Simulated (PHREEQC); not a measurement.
0.057 g of hydrous ferric oxide (600 m²/g; 0.2 weak and 0.005 strong sites per Fe, Dzombak-Morel constants, diffuse double layer) in 1 kg of water with 0.3 mol/kgw of an inert sodium salt, at 25 °C; the pH is set by adding NaOH or the inert anion's acid. Oxygen alone is held at its pressure in air (log pO2 = -0.68). CO2 from the air is kept out. No solid was allowed to form.

Model: ion-association model, wateq4f.dat, run in PHREEQC.

Problem. Predict surface charge σ (C/m²), surface potential ψ (mV) at pH = 7.5, 8.5, 10.5, 11.

Solution. 
| pH | surface charge σ (C/m²) | surface potential ψ (mV) |
|---|---|---|
| 7.5 | 0.034 | 26 |
| 8.5 | -0.021 | -17 |
| 10.5 | -0.185 | -91 |
| 11 | -0.244 | -105 |

The oxide is taken as insoluble; below pH 4 it would dissolve.
